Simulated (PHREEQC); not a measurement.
Consider water at 25 °C with 0.11 mol/kgw HCl, 0.0017 mol/kgw Al2(SO4)3, 0.00015 mol/kgw MgSO4 and 0.063 mol/kgw KCl. Closed to the air; pH follows from the charge balance.

Equilibrium calculation in PHREEQC: ion-association model, phreeqc.dat.

Precipitation was switched off in this run.

**Question.** Order these Al species by the share of Al that they hold, largest first: Al+3, AlSO4+, Al(SO4)2-, AlHSO4+2.

**Answer.** Al+3 (84 %), AlSO4+ (15 %), AlHSO4+2 (0.27 %), Al(SO4)2- (0.15 %)

The pH is 1.07 and the ionic strength 0.189 mol/kgw. Species that the database lacks are ignored.
